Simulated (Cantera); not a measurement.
A perfectly stirred reactor is fed with C2H6 : N2 = 1 : 170 (molar parts), at 0.0400 bar; it is held at 1723 K, and followed from long to short residence time.

Model: GRI-Mech 3.0 (53 species, 325 reactions), integrated in Cantera. GRI-Mech 3.0 stops at C3 and has no aromatics, soot or wall deposition, so with more carbon than oxygen in the feed, carbon stays in small species such as C2H2 where larger ones or solid carbon would form. Radical loss at walls, strong at low pressure, is not modelled.

```json
[
 {"quantity": "x(C2H6) at τ = 7.20 s", "before": "3.21e-7", "after": "6.83e-7"},
 {"quantity": "x(H) at τ = 7.20 s", "before": "0.000154", "after": "0.000110"},
 {"quantity": "x(CH4) at τ = 7.20 s", "before": "0.000133", "after": "0.000200"},
 {"quantity": "x(C2H4) at τ = 7.20 s", "before": "2.63e-6", "after": "5.08e-6"},
 {"quantity": "x(H2) at τ = 7.20 s", "before": "0.0112", "after": "0.0112"},
 {"quantity": "x(C2H6) at τ = 81.0 ms", "before": "2.27e-5", "after": "4.27e-5"},
 {"quantity": "x(H) at τ = 81.0 ms", "before": "0.000276", "after": "0.000217"},
 {"quantity": "x(CH4) at τ = 81.0 ms", "before": "0.000533", "after": "0.000660"},
 {"quantity": "x(C2H4) at τ = 81.0 ms", "before": "0.000124", "after": "0.000206"},
 {"quantity": "x(H2) at τ = 81.0 ms", "before": "0.0102", "after": "0.00987"}
]
```

**Question.** What was changed between the two runs?
(A) C2H6 1 to 5.5 parts
(B) pressure from 0.0400 bar to 0.133 bar
(C) temperature 1723 to 1650 K
(D) temperature 1723 to 1423 K

**Answer.** C, temperature 1723 to 1650 K
